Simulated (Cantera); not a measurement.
A perfectly stirred reactor is fed with CH4 : N2 = 1 : 42 (molar parts), at 0.0267 bar; it is held at 1425 K, and followed from long to short residence time.

Model: GRI-Mech 3.0 (53 species, 325 reactions), integrated in Cantera. GRI-Mech 3.0 stops at C3 and has no aromatics, soot or wall deposition, so with more carbon than oxygen in the feed, carbon stays in small species such as C2H2 where larger ones or solid carbon would form. Radical loss at walls, strong at low pressure, is not modelled.

```tsv
quantity	before	after
x(CH4) at τ = 8.80 s	0.0186	0.00493
x(H) at τ = 8.80 s	1.03e-6	6.05e-7
x(C2H2) at τ = 8.80 s	0.00200	0.000535
x(C2H6) at τ = 8.80 s	9.64e-6	2.83e-6
x(C2H4) at τ = 8.80 s	0.000238	8.52e-5
x(CH4) at τ = 17.0 ms	0.0233	0.00621
x(H) at τ = 17.0 ms	4.23e-9	4.00e-9
x(C2H2) at τ = 17.0 ms	1.56e-11	1.01e-12
x(C2H6) at τ = 17.0 ms	1.92e-9	1.26e-10
x(C2H4) at τ = 17.0 ms	2.41e-9	1.59e-10
```

Name the change that produced these shifts.
A. pressure from 0.0267 bar to 1.01 bar
B. pressure from 0.0267 bar to 0.570 bar
C. N2 42 to 160 parts
D. temperature 1425 to 1075 K

C, N2 42 to 160 parts
